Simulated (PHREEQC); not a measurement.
A column of 0.1 m (40 cells, dispersivity 0.005 m, 720 s a shift, diffusion coefficient 3e-10 m²/s) holds 0.34 eq of the database's cation exchanger X per kg of pore water, first in equilibrium with 3.1 mmol/kgw KBr and 0.01 mmol/kgw HCl. It is flushed with 87 mmol/kgw MnCl2, 3.8 mmol/kgw MgCl2 and 0.01 mmol/kgw HCl, at 25 °C. Values are for the last cell. No CO2 enters from the air. Precipitation was switched off in this run.

All values are PHREEQC results (ion-association model, phreeqc.dat), not measurements.

Q: Predict Mn in solution (mol/kgw), Mg in solution (mol/kgw) at pore volumes = 0, 2.013, 5.213, 5.412.

A: 
```tsv
pore volumes	Mn in solution (mol/kgw)	Mg in solution (mol/kgw)
0	0	0
2.013	0.0340	0.000700
5.213	0.0795	0.00310
5.412	0.0805	0.00319
```
